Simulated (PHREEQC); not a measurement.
Consider water at 25 °C with 0.00041 mol/kgw H2SeO3, 0.0048 mol/kgw NH3 and 0.031 mol/kgw NaCl. It is in equilibrium with CO2 at log p = -3.4 (atm). Otherwise closed; pH follows from the charge balance.

Model: ion-association model, wateq4f.dat, run in PHREEQC.

```
quantity            before     after
----------------  --------  --------
pH                    8.63      8.40
NH4+ (mol/kgw)     0.00399   0.00213
HCO3- (mol/kgw)    0.00300   0.00173
NH3 (mol/kgw)     0.000808  0.000269
SeO3-2 (mol/kgw)  0.000284  0.000111
```

**Question.** Name the change that produced these shifts.
A. diluted 2-fold with water
B. 0.0031 mol/kgw HBF4 added
C. diluted 10-fold with water
D. NaCl left out
E. NaCl from 0.031 to 0.0155 mol/kgw

**Answer.** A, diluted 2-fold with water

Precipitation was switched off in this run.
